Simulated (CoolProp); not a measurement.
Normal hydrogen at 161.24 K and 4.81 MPa flows at 11 m/s in a round tube of 50 mm bore and 15 µm roughness, fully developed (64/Re and Nu = 3.66 if laminar; Colebrook and Gnielinski if turbulent). Each further row changes one setting.

Values from CoolProp's reference Helmholtz-energy equation of state, Leachman 2009.

| case | Reynolds number | Darcy friction factor | pressure drop (Pa/m) | heat-transfer coefficient (W/(m² K)) | mass flow (kg/h) |
|---|---|---|---|---|---|
| as stated | 646000 | 0.0160 | 136 | 2350 | 544 |
| velocity 22 m/s | 1290000 | 0.0155 | 525 | 4550 | 1090 |
| diameter 100 mm | 1290000 | 0.0139 | 58.8 | 2020 | 2180 |

Viscosity comes from a separate model (Muzny 2013). Thermal conductivity comes from a separate model (Assael 2011).
